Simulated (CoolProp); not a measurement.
A single-stage vapour-compression cycle with R22: evaporating at 304.15 K (dew point), condensing at 341.15 K (bubble point), superheat 8 K, subcooling 5 K, compressor efficiency 0.7, no pressure losses. Each further row changes one setting.

Model: reference Helmholtz-energy equation of state, Kamei 1995, in CoolProp.

```json
[
 {"case": "as stated", "cooling COP": "?", "pressure ratio": "2.35", "discharge temperature (K)": "372.1", "refrigerating effect (kJ/kg)": "140", "volumetric capacity (kJ/m³)": "6910"},
 {"case": "evaporating temperature 309.15 K", "cooling COP": "?", "pressure ratio": "2.07", "discharge temperature (K)": "368.6", "refrigerating effect (kJ/kg)": "?", "volumetric capacity (kJ/m³)": "7950"},
 {"case": "condensing temperature 336.15 K", "cooling COP": "5.42", "pressure ratio": "2.12", "discharge temperature (K)": "?", "refrigerating effect (kJ/kg)": "147", "volumetric capacity (kJ/m³)": "7280"},
 {"case": "subcooling 10 K", "cooling COP": "?", "pressure ratio": "2.35", "discharge temperature (K)": "372.1", "refrigerating effect (kJ/kg)": "147", "volumetric capacity (kJ/m³)": "7290"},
 {"case": "superheat 18 K", "cooling COP": "4.50", "pressure ratio": "2.35", "discharge temperature (K)": "382.7", "refrigerating effect (kJ/kg)": "148", "volumetric capacity (kJ/m³)": "6920"},
 {"case": "compressor efficiency 0.6", "cooling COP": "?", "pressure ratio": "2.35", "discharge temperature (K)": "?", "refrigerating effect (kJ/kg)": "140", "volumetric capacity (kJ/m³)": "6910"}
]
```

Question: What belongs in the gaps?

Answer: 
- as stated, cooling COP: 4.51
- evaporating temperature 309.15 K, cooling COP: 5.40
- evaporating temperature 309.15 K, refrigerating effect (kJ/kg): 141
- condensing temperature 336.15 K, discharge temperature (K): 364.4
- subcooling 10 K, cooling COP: 4.75
- compressor efficiency 0.6, cooling COP: 3.86
- compressor efficiency 0.6, discharge temperature (K): 377.2
